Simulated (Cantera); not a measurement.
Input: 1 mol Si, 1.4 mol NH3, 1.7 mol CO, 0.099 mol CO2, held at 1725 K and 0.460 bar.

Method: chemical equilibrium by Gibbs-energy minimisation in Cantera with the NASA 1993 tables (ideal gas, pure condensed phases). Candidate condensed phases: C, C6H6, C7H8, C8H18, H2O, Si, SiC, SiO2, Si2N2O, Si3N4; 151 gas species. Kinetics and transport are ignored.

Base state: H2 0.566, CO 0.377, N2 0.0543, SiO 0.00142, HCN 0.000735, H 0.000206, CH4 0.000147, C2H2 (acetylene) 5.22e-5 (mole fractions); condensed: C(graphite) + Si2N2O(s).

Q: What changes in the equilibrium state with this change: temperature from 1725 K to 1075 K?

A: 
```csv
species,before,after
H2,0.566,0.744
N2,0.0543,0.243
CH4,0.000147,0.0115
CO,0.377,0.00176
SiO,0.00142,<1e-9
H,0.000206,1.87e-8
C2H2 (acetylene),5.22e-5,5.60e-9
HNC,2.34e-5,1.66e-8
HCN,0.000735,6.73e-6
"C(graphite), mol",0.400,1.76
"Si2N2O(s), mol",0.497,0.0357
"SiO2(β-quartz), mol",0,0.929
```
Mutual solubility and eutectic melting of coexisting phases are not modelled.

Q: What changes in the equilibrium state with this change: temperature from 1725 K to 1200 K?

A: 
| species | before | after |
|---|---|---|
| H2 | 0.566 | 0.747 |
| N2 | 0.0543 | 0.235 |
| CO | 0.377 | 0.0137 |
| SiO | 0.00142 | <1e-9 |
| H | 0.000206 | 2.51e-7 |
| C2H2 (acetylene) | 5.22e-5 | 7.67e-8 |
| C(graphite), mol | 0.400 | 1.75 |
| Si2N2O(s), mol | 0.497 | 0.0468 |
| SiO2(β-quartz), mol | 0 | 0.906 |
Mutual solubility and eutectic melting of coexisting phases are not modelled. The tables hold silica as quartz up to 1696 K and as liquid above; real silica turns to tridymite and cristobalite and melts near 1996 K.
